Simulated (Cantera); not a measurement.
# Carbothermic reduction: CuO + CO + H₂

Charge: 1 mol CuO, 7.7 mol CO, 0.14 mol H₂.

Equilibrium computed with Cantera from the NASA thermochemical tables; the gas is ideal and each condensed phase is pure. Candidate condensed phases: C, C₆H₆, C₇H₈, C₈H₁₈, Cu, CuO, Cu(OH)₂, Cu₂O, H₂O; 113 gas species. Equilibrium is a limit: real reactors are often held back by kinetics, nucleation or transport.

Stable condensed phases:

```
T in °C \ P in Pa
              10      32     100     320    1000    3200   10000   32000  100000  320000 1000000
   1825        A       A       A       A       A       A       B       B       B       B       B
   1775        A       A       A       A       A       A       B       B       B       B       B
   1725        A       A       A       A       A       A       B       B       B       B       B
   1675        A       A       A       A       A       B       B       B       B       B       B
   1625        A       A       A       A       A       B       B       B       B       B       B
   1575        A       A       A       A       B       B       B       B       B       B       B
   1525        A       A       A       A       B       B       B       B       B       B       B
   1475        A       A       A       B       B       B       B       B       B       B       B
   1425        A       A       A       B       B       B       B       B       B       B       B
   1375        A       A       B       B       B       B       B       B       B       B       B
   1325        A       A       B       B       B       B       B       B       B       B       B
```

A: gas only; B: Cu.
